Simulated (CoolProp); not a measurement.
A single-stage vapour-compression cycle with R134a: evaporating at 299.15 K (dew point), condensing at 329.15 K (bubble point), superheat 0 K, subcooling 5 K, compressor efficiency 0.65, no pressure losses. Each further row changes one setting.

Model: reference Helmholtz-energy equation of state, Tillner-Roth 1994, in CoolProp.

```tsv
case	cooling COP	pressure ratio	discharge temperature (K)	refrigerating effect (kJ/kg)	volumetric capacity (kJ/m³)
as stated	5.55	2.23	339.1	140	4660
evaporating temperature 304.15 K	6.93	1.93	337.3	142	5500
condensing temperature 324.15 K	6.89	1.97	332.8	147	4910
subcooling 10 K	5.85	2.23	339.1	147	4920
superheat 10 K	5.58	2.23	349.2	150	4710
compressor efficiency 0.55	4.69	2.23	343.0	140	4660
```
